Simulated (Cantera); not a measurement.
## Premixed flame

A freely propagating, adiabatic, planar premixed flame of H2 : O2 : N2 = 1 : 0.455 : 1.27 (molar parts), unburnt at 398 K and 100.0 Torr; mixture-averaged transport, grid criteria slope 0.08 and curve 0.16, no radiation.

Detailed kinetics in Cantera: the H2/O2 subset of GRI-Mech 3.0, which has no nitrogen chemistry. Burning velocities carry a grid error of a few per cent, more on coarse grids.

| z (mm) | T (K) | u (m/s) | x H2 | x O2 | x OH | x H2O2 | x HO2 | x O |
|---|---|---|---|---|---|---|---|---|
| -15.5 | 398 | 4.00 | 0.367 | 0.167 | <1e-8 | <1e-8 | <1e-8 | <1e-8 |
| -10.3 | 398 | 4.00 | 0.367 | 0.167 | <1e-8 | <1e-8 | <1e-8 | <1e-8 |
| -7.76 | 398 | 4.00 | 0.367 | 0.167 | <1e-8 | <1e-8 | <1e-8 | <1e-8 |
| -5.17 | 398 | 4.00 | 0.367 | 0.167 | <1e-8 | <1e-8 | <1e-8 | <1e-8 |
| -2.59 | 401 | 4.02 | 0.366 | 0.167 | 6.60e-6 | 8.73e-7 | 4.75e-5 | 8.07e-7 |
| -1.29 | 598 | 5.90 | 0.338 | 0.163 | 0.000718 | 1.53e-5 | 6.68e-5 | 0.000136 |
| 0 | 1095 | 10.4 | 0.182 | 0.111 | 0.00340 | 7.96e-7 | 1.95e-5 | 0.00794 |
| 1.29 | 1400 | 13.1 | 0.0722 | 0.0402 | 0.00970 | 9.45e-7 | 6.38e-6 | 0.0161 |
| 2.59 | 1526 | 14.2 | 0.0666 | 0.0318 | 0.0128 | 7.08e-7 | 4.38e-6 | 0.0167 |
| 5.17 | 1671 | 15.4 | 0.0699 | 0.0285 | 0.0161 | 4.17e-7 | 3.30e-6 | 0.0160 |
| 10.3 | 1833 | 16.7 | 0.0721 | 0.0250 | 0.0195 | 2.17e-7 | 2.43e-6 | 0.0143 |
| 20.7 | 2009 | 18.0 | 0.0722 | 0.0211 | 0.0221 | 1.13e-7 | 1.76e-6 | 0.0118 |
| 41.4 | 2184 | 19.3 | 0.0699 | 0.0170 | 0.0234 | 7.00e-8 | 1.37e-6 | 0.00896 |
x: mole fraction of selected species; z is measured from the peak of heat release.

```json
{
  "laminar_burning_velocity": "400 cm/s",
  "thermal_thickness": "5.17 mm",
  "peak x(OH)": "0.0234",
  "peak x(H2O2)": "1.82e-5",
  "peak x(HO2)": "0.000127",
  "peak x(O)": "0.0167"
}
```
